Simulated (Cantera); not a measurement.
Input: 1 mol Si3N4, 5 mol CO2, 8.8 mol H2, at 52000 Pa.

These are equilibrium values from Cantera (NASA tables, ideal gas, pure condensed phases), not measurements of a reactor. Candidate condensed phases: C, C6H6, C7H8, C8H18, H2O, Si, SiC, SiO2, Si2N2O, Si3N4; 151 gas species. Mutual solubility and eutectic melting of coexisting phases are not modelled. The tables hold silica as quartz up to 1696 K and as liquid above; real silica turns to tridymite and cristobalite and melts near 1996 K. Rates play no part.

Problem. Which condensed phases are stable at each of these points (T (K)): 1050, 1150, 1250, 1350, 1450, 1550, 1650, 1750, 1850?

Solution. 
```csv
T (K),condensed phases,Si condensed (%)
1050,C(graphite) + SiO2(β-quartz),100.0
1150,C(graphite) + SiO2(β-quartz),100.0
1250,C(graphite) + SiO2(β-quartz),100.0
1350,C(graphite) + SiO2(β-quartz),100.0
1450,C(graphite) + SiO2(β-quartz),100.0
1550,SiO2(β-quartz) + Si2N2O(s),100.0
1650,SiO2(β-quartz) + Si2N2O(s),99.8
1750,SiO2(condensed) + Si2N2O(s),98.3
1850,SiO2(condensed) + Si2N2O(s),89.0
```

From 1050 K to 1450 K the condensed part is C(graphite) + SiO2(β-quartz). From 1550 K to 1650 K the condensed part is SiO2(β-quartz) + Si2N2O(s). From 1750 K to 1850 K the condensed part is SiO2(condensed) + Si2N2O(s).
